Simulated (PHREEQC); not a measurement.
Consider water at 25 °C with 0.0056 mol/kgw ZnSO4, 0.0087 mol/kgw H3BO3 and 0.00053 mol/kgw H2SO4. Closed to the air; pH follows from the charge balance.

Model: ion-association model, wateq4f.dat, run in PHREEQC.

Each row changes one thing in this solution. No solid was allowed to form.

```csv
case,pH,ionic strength (mol/kgw),SO4-2 (mol/kgw),HSO4- (mol/kgw),H2BO3- (mol/kgw)
as made,3.12,0.0174,0.00431,0.000216,7.66e-9
diluted 2-fold with water,3.38,0.00952,0.00240,7.26e-5,6.67e-9
H2SO4 left out,5.59,0.0164,0.00405,6.89e-7,2.27e-6
ZnSO4 replaced by Li2SO4 at the same molality,3.15,0.0175,0.00570,0.000268,8.16e-9
H3BO3 from 0.0087 to 0.00957 mol/kgw,3.12,0.0174,0.00431,0.000216,8.42e-9
H2SO4 from 0.00053 to 0.000583 mol/kgw,3.08,0.0175,0.00434,0.000239,6.97e-9
0.00067 mol/kgw NaOH added,3.56,0.0175,0.00441,8.09e-5,2.09e-8
temperature from 25 to 55 °C,3.20,0.0166,0.00407,0.000348,1.51e-8
```

Constants without temperature data keep their 25 °C values here.
